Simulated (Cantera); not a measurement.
A Cantera script and its output.

```python
import numpy as np
import cantera as ct

gas = ct.Solution("gri30.yaml")
gas.TPX = 2050, 18000, {'CH4': 1, 'CO2': 0.31}
reactor = ct.IdealGasConstPressureReactor(gas, energy="off", clone=False)
net = ct.ReactorNet([reactor])
net.rtol, net.atol = 1e-08, 1e-18
show = ['CH4', 'CO2', 'O', 'C2H6', 'C2H4']
times = np.geomspace(4e-05, 90, 10)

steps = ct.SolutionArray(gas, extra=["t"])
rows = []
print(f"{'t/s':>10s}{'T/K':>9s}{'P/Pa':>11s}" + "".join(f"{s:>11s}" for s in show))
for t in times:
    while net.time < t:
        t_next = net.step()
        steps.append(gas.state, t=t_next)
    rows.append([np.interp(t, steps.t, y) for y in (steps.T, steps.P, *steps(*show).X.T)])
    print(f"{t:10.3e}{rows[-1][0]:9.1f}{rows[-1][1]:11.4g}" + "".join(f"{x:11.3e}" for x in rows[-1][2:]))
rate = np.gradient(steps.T, steps.t)
print("integrator steps:", len(steps.t))
if steps.T.max() > steps.T[0] + 200:
    print(f"time of steepest temperature rise: {steps.t[rate.argmax()]:.4e} s")
gas.TPX = 2050, 18000, {'CH4': 1, 'CO2': 0.31}
gas.equilibrate("TP")
print(f"equilibrium (TP): T = {gas.T:.1f} K  " + "  ".join(f"{s} {gas[s].X[0]:.3e}" for s in show))
```

Result:

```
       t/s      T/K       P/Pa        CH4        CO2          O       C2H6       C2H4
 4.000e-05   2050.0    1.8e+04  7.218e-01  2.328e-01  1.280e-09  4.067e-04  4.740e-03
 2.032e-04   2050.0    1.8e+04  3.264e-01  1.737e-01  1.901e-08  9.153e-04  3.643e-02
 1.032e-03   2050.0    1.8e+04  6.757e-02  7.527e-02  4.094e-08  5.266e-05  1.634e-03
 5.241e-03   2050.0    1.8e+04  1.193e-02  6.538e-03  9.061e-08  2.669e-06  1.745e-04
 2.662e-02   2050.0    1.8e+04  5.979e-03  2.172e-03  3.506e-08  6.626e-07  1.012e-04
 1.352e-01   2050.0    1.8e+04  9.042e-04  2.512e-05  4.446e-10  1.641e-08  7.593e-05
 6.868e-01   2050.0    1.8e+04  3.692e-04  1.433e-08  6.596e-13  3.512e-09  7.561e-05
 3.489e+00   2050.0    1.8e+04  3.692e-04  1.433e-08  6.596e-13  3.512e-09  7.561e-05
 1.772e+01   2050.0    1.8e+04  3.692e-04  1.433e-08  6.596e-13  3.512e-09  7.561e-05
 9.000e+01   2050.0    1.8e+04  3.692e-04  1.433e-08  6.596e-13  3.512e-09  7.561e-05
integrator steps: 1617
equilibrium (TP): T = 2050.0 K  CH4 3.694e-04  CO2 1.435e-08  O 6.603e-13  C2H6 3.515e-09  C2H4 7.561e-05
```

Detailed kinetics in Cantera: GRI-Mech 3.0 (53 species, 325 reactions). GRI-Mech 3.0 stops at C3 and has no aromatics, soot or wall deposition, so with more carbon than oxygen in the feed, carbon stays in small species such as C2H2 where larger ones or solid carbon would form.
